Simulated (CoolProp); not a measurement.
Vapour pressure (MPa) of methane: the reference equation beside estimates from Tc = -82.6 °C, pc = 4.599 MPa, ω = 0.011. Clausius-Clapeyron is anchored at -130.45 °C with a constant enthalpy of vaporisation of 7.010 kJ/mol.

Model: reference Helmholtz-energy equation of state, Setzmann 1991, in CoolProp.

```json
[
 {"T (°C)": "-143.65", "reference": "0.3564", "Clausius-Clapeyron": "0.4027", "Peng-Robinson": "0.3585"},
 {"T (°C)": "-139.25", "reference": "0.4610", "Clausius-Clapeyron": "0.4987", "Peng-Robinson": "0.4637"},
 {"T (°C)": "-134.85", "reference": "0.5866", "Clausius-Clapeyron": "0.6094", "Peng-Robinson": "0.5900"},
 {"T (°C)": "-130.45", "reference": "0.7354", "Clausius-Clapeyron": "0.7354", "Peng-Robinson": "0.7399"},
 {"T (°C)": "-126.05", "reference": "0.9098", "Clausius-Clapeyron": "0.8775", "Peng-Robinson": "0.9158"},
 {"T (°C)": "-121.65", "reference": "1.112", "Clausius-Clapeyron": "1.036", "Peng-Robinson": "1.120"},
 {"T (°C)": "-117.25", "reference": "1.345", "Clausius-Clapeyron": "1.213", "Peng-Robinson": "1.355"},
 {"T (°C)": "-112.85", "reference": "1.611", "Clausius-Clapeyron": "1.407", "Peng-Robinson": "1.624"},
 {"T (°C)": "-108.45", "reference": "1.913", "Clausius-Clapeyron": "1.619", "Peng-Robinson": "1.929"},
 {"T (°C)": "-104.05", "reference": "2.254", "Clausius-Clapeyron": "1.850", "Peng-Robinson": "2.272"}
]
```

Absolute difference from the reference over all 10 rows, mean and median: Clausius-Clapeyron 9.1 and 9.0 %, Peng-Robinson 0.7 and 0.7 %.
